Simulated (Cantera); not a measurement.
Aluminium nitride and oxide growth: Al + N2O + N2

Input: 1 mol Al, 12 mol N2O, 16 mol N2, held at 1050 K and 0.0200 bar.

Method: chemical equilibrium by Gibbs-energy minimisation in Cantera with the NASA 1993 tables (ideal gas, pure condensed phases). Candidate condensed phases: Al, AlN, Al2O3; 16 gas species. The numbers say what is thermodynamically allowed, not how fast it happens.

The x(N2) is 0.842 and the x(O2) is 0.158. The x(NO) is 4.73e-5, the n(Al2O3(s)) is 0.500 mol and the gas amount is 33.25 mol. The log10 activity of Al(l) (absent) is -31.57.
